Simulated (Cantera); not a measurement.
Charge: 1 mol CHF3, 1.3 mol HCl, 0.41 mol H2, equilibrated at 1.40 Pa.

Equilibrium computed with Cantera from the NASA thermochemical tables; the gas is ideal and each condensed phase is pure. Candidate condensed phases: C, C6H6, C7H8, C8H18; 135 gas species. Ions and electrons are included (thermal ionisation). Equilibrium is a limit: real reactors are often held back by kinetics, nucleation or transport.

Problem. Which condensed phases are stable at each of these points (T (K)): 2500, 3000, 3500, 4000, 4500, 5000?

Solution. 
```json
[
 {"T (K)": "2500", "condensed phases": "C(graphite)", "C condensed (%)": "25.0"},
 {"T (K)": "3000", "condensed phases": "gas only", "C condensed (%)": "0.0"},
 {"T (K)": "3500", "condensed phases": "gas only", "C condensed (%)": "0.0"},
 {"T (K)": "4000", "condensed phases": "gas only", "C condensed (%)": "0.0"},
 {"T (K)": "4500", "condensed phases": "gas only", "C condensed (%)": "0.0"},
 {"T (K)": "5000", "condensed phases": "gas only", "C condensed (%)": "0.0"}
]
```

At 2500 K the condensed part is C(graphite). From 3000 K to 5000 K nothing is condensed.
